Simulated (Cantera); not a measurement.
Cantera run:

```python
import numpy as np
import cantera as ct

gas_names = """
    Ca CaCL CaCL2 CaO Ca2 CL CLO CL2 O O2 O3
""".split()
cond_names = """
    Ca(a) Ca(b) Ca(L) CaCL2(s) CaCL2(L) CaO(s) CaO(L)
""".split()


def load(file, names, dense=False):
    # The tables refer to 1 bar. Condensed volumes are neglected.
    table = {s.name: s for s in ct.Species.list_from_file(file)}
    out = []
    for n in names:
        d = dict(table[n].input_data)
        d["thermo"] = dict(d["thermo"], **{"reference-pressure": 1e5})
        if dense:
            d["equation-of-state"] = {"model": "constant-volume", "density": "1e6 g/cm^3"}
        out.append(ct.Species.from_dict(d))
    return out


gas = ct.Solution(thermo="ideal-gas", species=load("nasa_gas.yaml", gas_names))
cond = {s.name: ct.Solution(thermo="fixed-stoichiometry", species=[s], name=s.name)
        for s in load("nasa_condensed.yaml", cond_names, dense=True)}
atoms = {
    'CaO': {'Ca': 1, 'O': 1},
    'Cl2': {'CL': 2},
}
top_T = {}  # K; cautious upper limits of use, not melting points


def equilibrate(T, P, feed):
    n = {}
    for name, mol in feed.items():
        for a, k in atoms[name].items():
            n[a] = n.get(a, 0.0) + k * mol
    gas.TPX = T, P, n
    mass = sum(n.values()) * gas.mean_molecular_weight
    gas.equilibrate("TP")
    valid = [c for c in cond.values() if c.min_temp <= T <= top_T.get(c.name, c.max_temp)]
    mix = ct.Mixture([(gas, mass / gas.mean_molecular_weight)] + [(c, 0.0) for c in valid])
    mix.T, mix.P = T, P
    mix.equilibrate("TP", solver="vcs", rtol=1e-11, max_steps=5000)
    return mix


results = []
feed = {'CaO': 1, 'Cl2': 5}  # mol
T = 1600  # K
for P in [1, 4.2, 18, 75, 320, 1300, 5600, 24000, 100000]:
    mix = equilibrate(T, P, feed)
    results.append((T, P, feed, dict(zip(mix.species_names, mix.species_moles))))
    x = sorted(zip(gas.X, gas.species_names), reverse=True)
    print(f"T = {T:g} K  P = {P:g} Pa  gas = {mix.phase_moles(0):.4g} mol")
    print("   x: " + "  ".join(f"{s} {v:.3e}" for v, s in x if v > 1e-05))
    print("   condensed (mol): " + ("  ".join(f"{mix.phase(i).name} {mix.phase_moles(i):.4g}"
          for i in range(1, mix.n_phases) if mix.phase_moles(i) > 1e-12) or "none"))
```

It prints:

```
T = 1600 K  P = 1 Pa  gas = 9.499 mol
   x: CL 8.410e-01  CaCL2 1.053e-01  O2 5.211e-02  O 1.047e-03  CL2 5.858e-04  CLO 1.324e-05
   condensed (mol): none
T = 1600 K  P = 4.2 Pa  gas = 9.479 mol
   x: CL 8.390e-01  CaCL2 1.055e-01  O2 5.248e-02  CL2 2.449e-03  O 5.127e-04  CLO 2.716e-05
   condensed (mol): none
T = 1600 K  P = 18 Pa  gas = 9.404 mol
   x: CL 8.301e-01  CaCL2 1.063e-01  O2 5.301e-02  CL2 1.027e-02  O 2.489e-04  CLO 5.592e-05
   condensed (mol): none
T = 1600 K  P = 75 Pa  gas = 9.14 mol
   x: CL 7.964e-01  CaCL2 1.094e-01  O2 5.459e-02  CL2 3.940e-02  O 1.237e-04  CLO 1.111e-04
   condensed (mol): none
T = 1600 K  P = 320 Pa  gas = 8.424 mol
   x: CL 6.941e-01  CL2 1.277e-01  CaCL2 1.187e-01  O2 5.922e-02  CLO 2.084e-04  O 6.239e-05
   condensed (mol): none
T = 1600 K  P = 1300 Pa  gas = 7.399 mol
   x: CL 5.134e-01  CL2 2.837e-01  CaCL2 1.351e-01  O2 6.739e-02  CLO 3.313e-04  O 3.302e-05
   condensed (mol): none
T = 1600 K  P = 5600 Pa  gas = 6.138 mol
   x: CL2 4.890e-01  CL 3.247e-01  CaCL2 1.046e-01  O2 8.121e-02  CLO 4.775e-04  O 1.746e-05
   condensed (mol): CaCL2(L) 0.3582
T = 1600 K  P = 24000 Pa  gas = 5.1 mol
   x: CL2 6.908e-01  CL 1.864e-01  O2 9.773e-02  CaCL2 2.440e-02  CLO 6.226e-04
   condensed (mol): CaCL2(L) 0.8756
T = 1600 K  P = 100000 Pa  gas = 4.761 mol
   x: CL2 7.910e-01  O2 1.047e-01  CL 9.773e-02  CaCL2 5.855e-03  CLO 6.895e-04
   condensed (mol): CaCL2(L) 0.9721
```

Cantera equilibrium calculation (NASA polynomials, part measured and part estimated; ideal gas, pure solids and liquids). Condensed phases not in the tables: oxide chlorides.
